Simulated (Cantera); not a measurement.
## Premixed flame

A freely propagating, adiabatic, planar premixed flame of H2 : O2 : N2 : H2O = 1 : 0.575 : 1.61 : 0.18 (molar parts), unburnt at 550 K and 1.00 bar; unity-Lewis-number transport, grid criteria slope 0.08 and curve 0.16, no radiation.

Cantera simulation using the H2/O2 subset of GRI-Mech 3.0, which has no nitrogen chemistry; the numbers are that mechanism's predictions, not measurements. Unity Lewis numbers drop preferential diffusion, which matters most where H2 and H carry the flame. Burning velocities carry a grid error of a few per cent, more on coarse grids.

```
z (mm)   T (K)  u (m/s)    x H2    x O2   x H2O   x H2O2      x OH       x O
-------  -----  -------  ------  ------  ------  -------  --------  --------
-0.903     550     4.72   0.297   0.171  0.0535    <1e-8     <1e-8     <1e-8
-0.602     550     4.72   0.297   0.171  0.0535    <1e-8     <1e-8     <1e-8
-0.451     550     4.72   0.297   0.171  0.0535  1.74e-8     <1e-8     <1e-8
-0.301     551     4.73   0.297   0.171  0.0536  2.08e-7     <1e-8   1.42e-7
-0.150     595     5.09   0.292   0.168  0.0593  6.92e-6   1.79e-5   1.89e-5
-0.0752    861     7.24   0.256   0.151  0.0992  1.40e-5  0.000756  0.000594
0         1325     10.8   0.141  0.0986   0.206  7.09e-6   0.00557   0.00696
0.0752    1616     12.9  0.0622  0.0582   0.278  3.63e-6    0.0148    0.0151
0.150     1766     13.9  0.0487  0.0481   0.298  2.09e-6    0.0193    0.0160
0.301     1936     15.1  0.0440  0.0430   0.314  1.10e-6    0.0224    0.0136
0.602     2106     16.2  0.0382  0.0386   0.331  6.58e-7    0.0239    0.0103
1.20      2263     17.1  0.0305  0.0345   0.349  4.62e-7    0.0233   0.00704
2.41      2391     17.9  0.0223  0.0310   0.366  3.97e-7    0.0210   0.00448
```
x: mole fraction of selected species; z is measured from the peak of heat release.

- laminar burning velocity: 472 cm/s
- thermal thickness: 0.301 mm
- peak x(H2O2): 1.43e-5
- peak x(OH): 0.0239
- peak x(O): 0.0162
- grid points: 115
